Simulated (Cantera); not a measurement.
Feed: 1 mol B2H6, 9.2 mol NH3, 5.9 mol H2, 0.16 mol H2O, at 14000 Pa.

Method: chemical equilibrium by Gibbs-energy minimisation in Cantera with the NASA 1993 tables (ideal gas, pure condensed phases). Candidate condensed phases: B, BN, B2O3, B3O3H3, H2O; 39 gas species. The feed counts by its element totals alone. Mutual solubility and eutectic melting of coexisting phases are not modelled. Gases not in the tables: H3BO3, B2H6 and higher boranes. Equilibrium is a limit: real reactors are often held back by kinetics, nucleation or transport.

Which condensed phases are stable at each of these points (T (K)): 1400, 1550, 1700, 1850, 2000, 2150, 2300?


```
T (K)  condensed phases  B condensed (%)
-----  ----------------  ---------------
1400    BN(s) + B2O3(l)             98.3
1550              BN(s)             96.0
1700              BN(s)             94.1
1850              BN(s)             92.6
2000              BN(s)             92.1
2150              BN(s)             91.7
2300              BN(s)             90.6
```

At 1400 K the condensed part is BN(s) + B2O3(l). From 1550 K to 2300 K the condensed part is BN(s). The share of B in condensed phases is highest at 1400 K (98.3 %) and lowest at 2300 K (90.6 %).
